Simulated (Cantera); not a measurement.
An adiabatic, constant-volume homogeneous reactor starts with CH₄ : O₂ : N₂ = 1 : 2.04 : 22.4 (molar parts), equivalence ratio 0.98, at 1400 K and 1.00 atm. Integrator tolerance rtol = 1e-08.

Computed with Cantera and GRI-Mech 3.0 (53 species, 325 reactions).

Task: What does this change do: O2 2.04 to 5.8 parts?

Result: 
| quantity | before | after |
|---|---|---|
| time of steepest temperature rise | 9.09 ms | 2.17 ms |
| temperature at 6.00 s | 2361 K | 2264 K |
| equilibrium temperature | 2361 K | 2264 K |
| x(CH₄) at 6.00 s | <1e-12 (gas-phase equilibrium <1e-12) | <1e-12 (gas-phase equilibrium <1e-12) |
| x(O₂) at 6.00 s | 0.00413 (gas-phase equilibrium 0.00413) | 0.123 (gas-phase equilibrium 0.123) |
| x(H₂O) at 6.00 s | 0.0740 (gas-phase equilibrium 0.0740) | 0.0660 (gas-phase equilibrium 0.0660) |
| x(CO₂) at 6.00 s | 0.0325 (gas-phase equilibrium 0.0325) | 0.0335 (gas-phase equilibrium 0.0335) |
| x(HCN) at 6.00 s | 3.93e-11 (gas-phase equilibrium 3.93e-11) | <1e-12 (gas-phase equilibrium <1e-12) |
| x(HCO) at 6.00 s | 1.02e-9 (gas-phase equilibrium 1.02e-9) | 2.36e-11 (gas-phase equilibrium 2.36e-11) |
